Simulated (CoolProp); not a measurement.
Vapour-liquid equilibrium of fluoroethane (R161) (1) + R227EA (2) at 306.7 K; x and y are mole fractions of (1).

Values from CoolProp's multi-fluid Helmholtz-energy mixture model, Wu 2012 and Lemmon 2016; pair parameters Bell 2016.

Task: Give the bubble pressure and the first vapour's composition at x = 0.275, 0.35, 0.95. Is there an azeotrope?

Result: x = 0.275: 6.471 bar, y = 0.361; x = 0.35: 6.829 bar, y = 0.465; x = 0.95: 11.19 bar, y = 0.977. No azeotrope shows between x = 0.05 and 0.95.

Pair parameters are fitted to limited data, so mixtures are less certain than the pure fluids.
